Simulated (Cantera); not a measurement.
What does this Cantera script print?

```python
import numpy as np
import cantera as ct

surf = ct.Interface("ptcombust.yaml", "Pt_surf")
gas = surf.adjacent["gas"]
gas.TPX = 825, 48000, {'CO': 0.0052, 'O2': 0.07, 'N2': 0.79, 'H2O': 0.0096}
surf.TP = 825, 48000
reactor = ct.FlowReactor(gas, clone=False)
reactor.area = 0.0001  # m2
reactor.surface_area_to_volume_ratio = 110  # 1/m
reactor.mass_flow_rate = 0.63 * reactor.area * gas.density  # inlet velocity 0.63 m/s
reactor.energy_enabled = False
wall = ct.ReactorSurface(surf, reactor, clone=False)
net = ct.ReactorNet([reactor])
net.rtol, net.atol = 1e-8, 1e-16
show, cover = ['CO', 'O2', 'H2O', 'CO2'], ['PT(S)', 'H(S)', 'O(S)', 'OH(S)', 'CO(S)', 'C(S)']

rows = []
print(f"{'z/m':>9s}{'u/(m/s)':>9s}" + "".join(f"{s:>13s}" for s in show + cover))
for z in [0.00056, 0.0012, 0.0026, 0.0056, 0.012, 0.026, 0.056]:
    net.advance(z)
    rows.append([reactor.speed, *gas[show].X, *surf[cover].coverages])
    print(f"{z:9.4g}{rows[-1][0]:9.3g}" + "".join(f"{x:13.4e}" for x in rows[-1][1:]))
```

Output:

```
      z/m  u/(m/s)           CO           O2          H2O          CO2        PT(S)         H(S)         O(S)        OH(S)        CO(S)         C(S)
  0.00056    0.629   2.7678e-03   7.8553e-02   1.0991e-02   3.1859e-03   1.0051e-01   2.4013e-08   8.9629e-01   2.0453e-03   1.1542e-03   7.4172e-16
   0.0012    0.629   2.0177e-03   7.8207e-02   1.0996e-02   3.9382e-03   8.8655e-02   1.9759e-08   9.0876e-01   1.9345e-03   6.4610e-04   3.6121e-16
   0.0026    0.628   1.1644e-03   7.7813e-02   1.1000e-02   4.7941e-03   7.9798e-02   1.6791e-08   9.1806e-01   1.8451e-03   2.9917e-04   1.4902e-16
   0.0056    0.628   4.3284e-04   7.7476e-02   1.1004e-02   5.5278e-03   7.4262e-02   1.5030e-08   9.2386e-01   1.7859e-03   9.5743e-05   4.4104e-17
    0.012    0.628   6.3896e-05   7.7305e-02   1.1006e-02   5.8978e-03   7.1936e-02   1.4312e-08   9.2629e-01   1.7602e-03   1.3229e-05   5.8875e-18
    0.026    0.628   1.0983e-06   7.7276e-02   1.1007e-02   5.9608e-03   7.1565e-02   1.4198e-08   9.2668e-01   1.7560e-03   2.2497e-07   9.9563e-20
    0.056    0.628   1.8559e-10   7.7276e-02   1.1007e-02   5.9619e-03   7.1558e-02   1.4196e-08   9.2668e-01   1.7560e-03   3.8007e-11   1.6819e-23
```

Computed with Cantera and Deutschmann's 1995 Pt surface mechanism with GRI-Mech 3.0 gas chemistry. Catalytic surfaces can have several steady states; this one follows from the mechanism file's or the stated starting coverage. Mass transfer to the wall is taken as infinitely fast.
